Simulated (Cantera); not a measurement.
Feed: 1 mol B₂H₆, 1.4 mol O₂, 31 mol N₂, held at 823.15 K and 0.00440 bar.

Cantera equilibrium calculation (NASA polynomials, part measured and part estimated; ideal gas, pure solids and liquids). Candidate condensed phases: B, BN, B₂O₃, B₃O₃H₃, H₂O; 39 gas species. The feed counts by its element totals alone. N₂ is the only nitrogen source here; it is nearly inert below about 1500 K, so the nitride shown seldom forms there in practice. The numbers say what is thermodynamically allowed, not how fast it happens.

Task: What is the equilibrium state?

Result: 
```
Property                                  Value
------------------------------------  ---------
x(N₂)                                     0.912
x(H₂)                                    0.0883
x(H₂O)                                 0.000142
n(BN(s))                              0.137 mol
n(B₂O₃(l))                            0.932 mol
gas amount                            33.93 mol
log10 activity of B(s) (absent)          -10.12
log10 activity of B₃O₃H₃(s) (absent)     -20.94
```
